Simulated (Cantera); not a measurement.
An isothermal, constant-pressure homogeneous reactor starts with 9.71 % C₂H₆, 90.3 % N₂, at 1850 K and 14.3 Torr.

Detailed kinetics in Cantera: GRI-Mech 3.0 (53 species, 325 reactions). GRI-Mech 3.0 stops at C3 and has no aromatics, soot or wall deposition, so with more carbon than oxygen in the feed, carbon stays in small species such as C2H2 where larger ones or solid carbon would form. Radical loss at walls, strong at low pressure, is not modelled.

One state of this run: x C₂H₆ = 9.28e-7; x HCN = 3.10e-5; x C₂H = 3.57e-6; x C₂H₄ = 9.48e-5; x CH₂ = 3.10e-6. x: mole fraction; the columns are a selection and need not sum to one.

Task: Which value of t (s) does it belong to?
(A) 0.00245
(B) 4.21e-5
(C) 1.53e-5
(D) 0.0516

Result: D, 0.0516
